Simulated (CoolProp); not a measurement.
Vapour-liquid equilibrium of CHF3 (R23) (1) + R143a (2) at -17.75 °C; x and y are mole fractions of (1).

Model: multi-fluid Helmholtz-energy mixture model, Penoncello 2003 and Lemmon and Jacobsen 2000; pair parameters Bell 2016, in CoolProp.

| x | bubble pressure, mixture model (MPa) | bubble pressure, Raoult's law (MPa) | y, mixture model | y, Raoult's law |
|---|---|---|---|---|
| 0.05 | 0.3861 | 0.3999 | 0.146 | 0.187 |
| 0.2 | 0.5372 | 0.5730 | 0.462 | 0.522 |
| 0.35 | 0.7073 | 0.7461 | 0.654 | 0.702 |
| 0.5 | 0.8851 | 0.9191 | 0.776 | 0.814 |
| 0.65 | 1.064 | 1.092 | 0.861 | 0.890 |
| 0.8 | 1.244 | 1.265 | 0.926 | 0.946 |
| 0.95 | 1.431 | 1.438 | 0.982 | 0.988 |

The largest gap from Raoult's law is -6.2 % in bubble pressure, at x = 0.2. No azeotrope shows between x = 0.05 and 0.95.

The pair parameters rest on a limited set of measurements; away from them the model extrapolates.
